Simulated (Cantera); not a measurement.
A freely propagating, adiabatic, planar premixed flame of CH₄ : O₂ : N₂ = 1 : 1.43 : 5.37 (molar parts), equivalence ratio 1.4, unburnt at 323 K and 1.00 atm; mixture-averaged transport, grid criteria slope 0.08 and curve 0.16, no radiation.

Cantera simulation using GRI-Mech 3.0 (53 species, 325 reactions); the numbers are that mechanism's predictions, not measurements. Burning velocities carry a grid error of a few per cent, more on coarse grids.

```
quantity                     before      after
------------------------  ---------  ---------
laminar burning velocity  16.7 cm/s  27.0 cm/s
thermal thickness          0.931 mm   0.749 mm
peak x(H)                   0.00219    0.00327
peak x(CH₂O)               0.000920   0.000970
```

### Question
What was changed between the two runs?
A) N2 5.37 to 6.8 parts
B) inlet temperature 323 to 400 K
C) inlet temperature 323 to 550 K
D) inlet temperature 323 to 700 K

### Answer
B, inlet temperature 323 to 400 K
